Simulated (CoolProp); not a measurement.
A single-stage vapour-compression cycle with the fluid: evaporating at 265.15 K (dew point), condensing at 324.15 K (bubble point), superheat 8 K, subcooling 2 K, compressor efficiency 0.9, no pressure losses. The same conditions are run with several fluids, on thermodynamics alone (safety and materials aside).

The numbers come from the reference Helmholtz-energy equation of state of each fluid (R134a: Tillner-Roth 1994; R152A: Outcalt 1996; R115: Lemmon 2016; R410A: Lemmon 2003; R507A: Lemmon 2003; n-perfluoropentane: Gao 2022) in CoolProp. Blends and air are pseudo-pure fits.

Problem. Rank R134a, R152A, R115, R410A, R507A, n-perfluoropentane by cooling COP, highest first.

Solution. R152A (3.13), R134a (2.95), R410A (2.67), R507A (2.48), n-perfluoropentane (2.44), R115 (2.40)

| fluid | pressure ratio | discharge temperature (K) | refrigerating effect (kJ/kg) | volumetric capacity (kJ/m³) |
|---|---|---|---|---|
| R134a | 6.23 | 342.2 | 131 | 1360 |
| R152A | 6.15 | 355.5 | 221 | 1340 |
| R115 | 4.98 | 326.3 | 55.5 | 1410 |
| R410A | 5.12 | 362.1 | 144 | 3200 |
| R507A | 5.02 | 340.4 | 90.2 | 2140 |
| n-perfluoropentane | 10.4 | 324.1 | 47.6 | 125 |

The compression ends wet for: n-perfluoropentane.
